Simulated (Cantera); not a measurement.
A jet of H₂ : O₂ : N₂ = 0.015 : 0.12 : 0.79 (molar parts) at 300 K and 18.8 Torr hits a platinum plate 4 cm away at a mass flux of 0.033 kg/m²/s; the plate temperature is set and raised in steps from an oxygen-covered start.

Model: Deutschmann's 1995 Pt surface mechanism with GRI-Mech 3.0 gas chemistry, integrated in Cantera. Catalytic surfaces can have several steady states; this one follows from the mechanism file's or the stated starting coverage.

x: mole fraction at the wall; θ: surface coverage.

```csv
plate T (K),wall x H₂,wall x O₂,wall x H₂O,wall x OH,θ free Pt,θ O*,θ OH*
600,0.00392,0.117,0.0237,<1e-8,0.0554,0.942,?
650,0.00387,0.117,0.0236,<1e-8,0.0591,0.939,?
700,0.00356,0.116,0.0241,<1e-8,0.0687,0.930,?
750,0.00284,0.116,0.0253,<1e-8,0.0945,0.904,?
800,0.00211,0.115,0.0266,<1e-8,0.140,0.859,?
850,0.00159,0.114,0.0274,1.79e-8,0.199,0.800,?
900,0.00126,0.114,0.0279,5.65e-8,0.266,0.733,?
```

**Question.** Fill in the missing entries.

**Answer.** 
- 600, θ OH*: 0.00247
- 650, θ OH*: 0.00167
- 700, θ OH*: 0.00125
- 750, θ OH*: 0.00107
- 800, θ OH*: 0.000971
- 850, θ OH*: 0.000880
- 900, θ OH*: 0.000783
